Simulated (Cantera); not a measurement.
A closed system holds: 1 mol CH₂F₂, 0.39 mol CH₄, at 1525 K and 10.0 Torr.

These are equilibrium values from Cantera (NASA tables, ideal gas, pure condensed phases), not measurements of a reactor. Candidate condensed phases: C, C₆H₆, C₇H₈, C₈H₁₈; 95 gas species. Kinetics and transport are ignored.

Base state: HF 0.719, H₂ 0.280, H 0.000109 (mole fractions); condensed: C(graphite).

Question: What changes in the equilibrium state with this change: CH₂F₂ replaced by CH₃F?

Answer: 
```tsv
species	before	after
H₂	0.280	0.640
HF	0.719	0.360
H	0.000109	0.000164
CH₄	2.39e-6	1.25e-5
C(graphite), mol	1.39	1.39
```

Question: What changes in the equilibrium state with this change: CH₄ from 0.39 to 0.15 mol?

Answer: 
```csv
species,before,after
HF,0.719,0.870
H₂,0.280,0.130
H,0.000109,7.40e-5
"C(graphite), mol",1.39,1.15
```

Question: What changes in the equilibrium state with this change: CH₄ from 0.39 to 0.13 mol?

Answer: 
| species | before | after |
|---|---|---|
| HF | 0.719 | 0.885 |
| H₂ | 0.280 | 0.115 |
| H | 0.000109 | 6.95e-5 |
| C(graphite), mol | 1.39 | 1.13 |
